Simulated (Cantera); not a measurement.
A freely propagating, adiabatic, planar premixed flame of H2 : O2 : N2 : H2O = 1 : 0.847 : 3.3 : 1.1 (molar parts), equivalence ratio 0.59, unburnt at 325 K and 11000 Pa; mixture-averaged transport, grid criteria slope 0.08 and curve 0.16, no radiation.

Computed with Cantera and the H2/O2 subset of GRI-Mech 3.0, which has no nitrogen chemistry. Burning velocities carry a grid error of a few per cent, more on coarse grids. Lean hydrogen flames are cellular in practice and burn faster than this planar one.

Q: Predict: laminar burning velocity; thermal thickness; peak x(OH); peak x(H2O2); peak x(O).

A: laminar burning velocity: 51.4 cm/s
thermal thickness: 5.62 mm
peak x(OH): 0.00366
peak x(H2O2): 3.75e-5
peak x(O): 0.00287
